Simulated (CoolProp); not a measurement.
Fluorine at several states: fugacity coefficient from the reference equation and from simpler models built on Tc = -128.7 °C, pc = 5.240 MPa, ω = 0.045; each cubic takes its own stable root.

Model: reference Helmholtz-energy equation of state, de Reuck 1990, in CoolProp.

```tsv
T (°C)	p (MPa)	phase	reference
17.25	0.0178	gas	0.9999
-85.85	1.08	gas	0.9709
-59.35	20	supercritical	0.7360
-104.95	6.06	supercritical	0.7736
-49.35	0.106	gas	0.9985
```

### Question
How far does each simpler model (Redlich-Kwong, Peng-Robinson) lie from the reference over these 5 states: mean and median of the absolute difference, and the worst?

### Answer
- Redlich-Kwong: mean 0.6 %, median 0.3 %, worst -1.7 % at -59.35 °C and 20 MPa
- Peng-Robinson: mean 1.9 %, median 0.7 %, worst -4.9 % at -59.35 °C and 20 MPa
